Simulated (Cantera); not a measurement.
An isothermal, constant-pressure homogeneous reactor starts with 0.576 % H₂, 99.4 % O₂, equivalence ratio 0.0029, at 1473 K and 0.0132 atm.

Model: GRI-Mech 3.0 (53 species, 325 reactions), integrated in Cantera. Radical loss at walls, strong at low pressure, is not modelled.

x: mole fraction; the columns are a selection and need not sum to one.

```
t (s)        x H₂   x O₂       x HO₂     x H₂O    x H₂O₂       x O
--------  -------  -----  ----------  --------  --------  --------
3.00e-5   0.00576  0.994  (withheld)  1.68e-10    <1e-12   5.83e-9
0.000105  0.00576  0.994  (withheld)   3.78e-9  6.12e-12   3.36e-8
0.000370  0.00576  0.994  (withheld)   6.89e-8  6.49e-11   1.84e-7
0.00130   0.00575  0.994  (withheld)   2.14e-6  5.22e-10   2.47e-6
0.00456   0.00333  0.992  (withheld)   0.00179   5.89e-9   0.00171
0.0160    1.28e-5  0.989     1.79e-7   0.00526   3.74e-9   0.00510
0.0562    1.23e-5  0.989     1.76e-7   0.00527   3.68e-9   0.00491
0.197     1.09e-5  0.989     1.64e-7   0.00530   3.48e-9   0.00431
0.693     7.39e-6  0.991  (withheld)   0.00540   2.89e-9   0.00288
2.43      2.83e-6  0.993  (withheld)   0.00555   1.69e-9   0.00108
8.54      5.50e-7  0.994     3.47e-8   0.00568  5.56e-10  0.000205
30.0      9.90e-8  0.994     3.66e-8   0.00573  1.53e-10   3.66e-5
```

Q: Complete the blanks.

A: 
- 3.00e-5, x HO₂: 1.05e-8
- 0.000105, x HO₂: 3.68e-8
- 0.000370, x HO₂: 1.29e-7
- 0.00130, x HO₂: 4.47e-7
- 0.00456, x HO₂: 3.19e-7
- 0.693, x HO₂: 1.31e-7
- 2.43, x HO₂: 7.52e-8
